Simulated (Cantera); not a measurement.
Charge: 1 mol trisilylamine, 5.3 mol NH3, at 10.0 mbar.

These are equilibrium values from Cantera (NASA tables, ideal gas, pure condensed phases), not measurements of a reactor. Candidate condensed phases: Si, Si3N4; 18 gas species. The feed counts by its element totals alone. Kinetics and transport are ignored. All values below are at 925 °C.

Base state: H2 0.915, N2 0.0846 (mole fractions); condensed: Si3N4(s).

Problem. What changes in the equilibrium state with this change: trisilylamine replaced by SiCl4?

Solution. 
```tsv
species	before	after
H2	0.915	0.509
HCl	0	0.316
N2	0.0846	0.170
SiCl4	0	0.00427
SiCl3	0	0.000375
SiCl2	0	0.000291
Si3N4(s), mol	1.00	0.313
```
The tables' values for SiCl3 are old estimates; treat these amounts as uncertain. Further candidate phases: NH4Cl.
